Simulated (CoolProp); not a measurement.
Computed with CoolProp (reference Helmholtz-energy equation of state, Leachman 2009).

Give the vapour pressure (MPa), surface tension (mN/m), liquid conductivity (mW/(m K)) of saturated normal hydrogen at -246.35, -245.25, -241.95 °C.


```csv
T (°C),p (MPa),surface tension (mN/m),liquid conductivity (mW/(m K))
-246.35,0.460,0.832,100
-245.25,0.563,0.658,98.9
-241.95,0.971,0.188,91.5
```

Thermal conductivity comes from a separate model (Assael 2011). Surface tension comes from a separate correlation (Mulero 2012).
